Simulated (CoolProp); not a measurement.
Properties of 1,2-dichloroethane along the isobar 19.1 MPa.

The numbers come from the reference Helmholtz-energy equation of state, Thol 2015 in CoolProp.

```
T (K)   phase  density (kg/m³)  cp (kJ/(kg K))  cv (kJ/(kg K))  expansivity (1/kK)
-----  ------  ---------------  --------------  --------------  ------------------
408.1  liquid             1108           1.387          0.9560               1.366
417.3  liquid             1094           1.398          0.9625               1.403
426.5  liquid             1080           1.408          0.9694               1.441
435.7  liquid             1066           1.419          0.9766               1.481
444.9  liquid             1051           1.430          0.9842               1.524
454.1  liquid             1036           1.441          0.9920               1.568
463.3  liquid             1021           1.452           1.000               1.615
472.4  liquid             1006           1.464           1.008               1.664
481.6  liquid            990.4           1.476           1.017               1.716
490.8  liquid            974.6           1.489           1.026               1.772
500    liquid            958.6           1.502           1.035               1.832
```
